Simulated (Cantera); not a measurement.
A diamond (100) surface in a fixed gas of H2 with x(CH4) = 0.026, x(H) = 0.002, x(CH3) = 0.00027, 1200 Pa; coverages are run to steady state.

Cantera simulation using the Harris–Goodwin 1993 mechanism for the reconstructed diamond (100) surface; the numbers are that mechanism's predictions, not measurements.

θ: site fractions in the mechanism's names (c6HH fully hydrogenated, c6H* and c6*H radical sites, c6** diradical, c6HM methylated).

```json
[
 {"T (K)": "925", "growth (µm/h)": "?", "θ c6HH": "0.597", "θ c6H*": "0.0109", "θ c6*H": "0.280", "θ c6**": "0.00464", "θ c6HM": "0.0848"},
 {"T (K)": "975", "growth (µm/h)": "?", "θ c6HH": "0.571", "θ c6H*": "0.0148", "θ c6*H": "0.325", "θ c6**": "0.00704", "θ c6HM": "0.0609"},
 {"T (K)": "1025", "growth (µm/h)": "1.05", "θ c6HH": "0.548", "θ c6H*": "0.0194", "θ c6*H": "0.372", "θ c6**": "0.0102", "θ c6HM": "0.0356"},
 {"T (K)": "1075", "growth (µm/h)": "?", "θ c6HH": "0.523", "θ c6H*": "0.0246", "θ c6*H": "0.414", "θ c6**": "0.0142", "θ c6HM": "0.0158"},
 {"T (K)": "1125", "growth (µm/h)": "?", "θ c6HH": "0.494", "θ c6H*": "0.0299", "θ c6*H": "0.448", "θ c6**": "0.0186", "θ c6HM": "0.00572"},
 {"T (K)": "1175", "growth (µm/h)": "0.331", "θ c6HH": "0.464", "θ c6H*": "0.0352", "θ c6*H": "0.473", "θ c6**": "0.0233", "θ c6HM": "0.00194"},
 {"T (K)": "1225", "growth (µm/h)": "0.307", "θ c6HH": "0.436", "θ c6H*": "0.0404", "θ c6*H": "0.493", "θ c6**": "0.0283", "θ c6HM": "0.000661"},
 {"T (K)": "1275", "growth (µm/h)": "0.313", "θ c6HH": "0.412", "θ c6H*": "0.0455", "θ c6*H": "0.508", "θ c6**": "0.0333", "θ c6HM": "0.000229"},
 {"T (K)": "1325", "growth (µm/h)": "?", "θ c6HH": "0.391", "θ c6H*": "0.0505", "θ c6*H": "0.518", "θ c6**": "0.0383", "θ c6HM": "7.92e-5"},
 {"T (K)": "1375", "growth (µm/h)": "?", "θ c6HH": "0.375", "θ c6H*": "0.0554", "θ c6*H": "0.526", "θ c6**": "0.0430", "θ c6HM": "2.79e-5"}
]
```

Problem. Fill in the missing entries.

Solution. 
- 925, growth (µm/h): 0.980
- 975, growth (µm/h): 1.14
- 1075, growth (µm/h): 0.729
- 1125, growth (µm/h): 0.455
- 1325, growth (µm/h): 0.285
- 1375, growth (µm/h): 0.198
